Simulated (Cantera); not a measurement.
Input (Python, Cantera) and output of one run.

```python
import numpy as np
import cantera as ct

gas_names = """
    F FO FO2 F2 F2O N NF NF2 NF3 NO NO2 NO3 N2 N2O O O2 O3 Si SiF SiF2 SiF3 SiF4 SiN SiO SiO2 Si2 Si2N
    Si3
""".split()
cond_names = """
    Si(cr) Si(L) SiO2(Lqz) SiO2(hqz) SiO2(L) Si2N2O(s) Si3N4(a)
""".split()


# ... load() reads the species with a 1 bar reference pressure and builds the phases ...
atoms = {
    'SiF4': {'Si': 1, 'F': 4},
    'N2O': {'N': 2, 'O': 1},
    'N2': {'N': 2},
}
top_T = {'Si2N2O(s)': 2100, 'Si3N4(a)': 2400}  # K; cautious upper limits of use, not melting points


# ... equilibrate(T, P, feed) seeds the gas with the atoms and calls Mixture.equilibrate('TP', solver="vcs", rtol=1e-11, max_steps=5000) ...
results = []
feed = {'SiF4': 1, 'N2O': 8.8, 'N2': 3.8}  # mol
T = 850  # K
P = 1333.22  # Pa
mix = equilibrate(T, P, feed)
results.append((T, P, feed, dict(zip(mix.species_names, mix.species_moles))))
print(gas.report(threshold=0.001))
for i in range(1, mix.n_phases):
    print(f"{mix.phase(i).name:16s} {mix.phase_moles(i):12.5e} mol")
```

It prints:

```
       temperature   850 K
          pressure   1333.2 Pa
           density   0.0062656 kg/m^3
  mean mol. weight   33.214 kg/kmol
   phase of matter   gas

                          1 kg             1 kmol
                     ---------------   ---------------
          enthalpy       -2.1378e+06       -7.1004e+07  J
   internal energy       -2.3506e+06       -7.8071e+07  J
           entropy            8348.3        2.7728e+05  J/K
    Gibbs function       -9.2339e+06       -3.0669e+08  J
 heat capacity c_p            1088.4             36149  J/K
 heat capacity c_v            838.05             27835  J/K

                      mass frac. Y      mole frac. X     chem. pot. / RT
                     ---------------   ---------------   ---------------
                N2           0.59041               0.7           -29.135
                O2            0.2355           0.24444           -31.868
              SiF4           0.17409          0.055556           -273.81
     [  +25 minor]        4.2759e-06        4.6768e-06

Si(cr)            0.00000e+00 mol
SiO2(hqz)         1.10093e-12 mol
Si2N2O(s)         0.00000e+00 mol
Si3N4(a)          0.00000e+00 mol
```

Cantera equilibrium calculation (NASA polynomials, part measured and part estimated; ideal gas, pure solids and liquids).
